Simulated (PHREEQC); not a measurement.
Consider water at 25 °C with 0.25 mol NaHCO3 and 0.021 mol K2HPO4 per kg of water. Closed to the air; pH follows from the charge balance.

All values are PHREEQC results (ion-association model, phreeqc.dat), not measurements.

```
quantity                   before    after
------------------------  -------  -------
pH                           7.93     7.95
ionic strength (mol/kgw)    0.292    0.321
H2PO4- (mol/kgw)          0.00118  0.00165
PO4-3 (mol/kgw)           4.95e-6  8.21e-6
```

Q: What was changed between the two runs?
A) K2HPO4 from 0.021 to 0.0315 mol/kgw
B) NaHCO3 from 0.25 to 0.375 mol/kgw
C) diluted 10-fold with water
D) NaHCO3 left out
E) temperature from 25 to 45 °C

A: A, K2HPO4 from 0.021 to 0.0315 mol/kgw

No solid was allowed to form.
